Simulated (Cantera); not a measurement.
Input: 1 mol Si, 4.6 mol HCl, 23 mol H2, at 800 K and 1.10 Pa.

Equilibrium computed with Cantera from the NASA thermochemical tables; the gas is ideal and each condensed phase is pure. Candidate condensed phases: Si; 19 gas species. The tables' values for SiCl3 are old estimates; treat these amounts as uncertain. Kinetics and transport are ignored.

### Question
What is the equilibrium state?

### Answer
```
Property                             Result
--------------------------------  ---------
x(H2)                                 0.938
x(SiCl4)                             0.0358
x(HCl)                               0.0245
x(SiHCl3)                           0.00124
x(SiCl3)                           0.000267
x(SiCl2)                           0.000222
x(SiH2Cl2)                          3.47e-6
gas amount                        26.61 mol
log10 activity of Si(s) (absent)      -0.47
```
